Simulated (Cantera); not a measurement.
## Ignition delay

Mixture: H2 : O2 : N2 : H2O = 1 : 1.02 : 5.71 : 0.28 (molar parts), at 9750 Torr, adiabatic and at constant volume. Ignition delay is the time to a rise of 400 K.

Cantera simulation using the H2/O2 subset of GRI-Mech 3.0, which has no nitrogen chemistry; the numbers are that mechanism's predictions, not measurements. The hydrogen kinetics of GRI-Mech 3.0 are dated; newer H2 mechanisms differ, most at raised pressure. The pressure lies above the range GRI-Mech 3.0 was tuned for (to about 10 atm).

| T0 (K) | delay (ms) |
|---|---|
| 1200 | 0.231 |
| 1275 | 0.0427 |
| 1350 | 0.00696 |
| 1425 | 0.00312 |
| 1500 | 0.00199 |
| 1575 | 0.00145 |
| 1650 | 0.00115 |

* **apparent activation energy between 1500 and 1650 K**: 75 kJ/mol
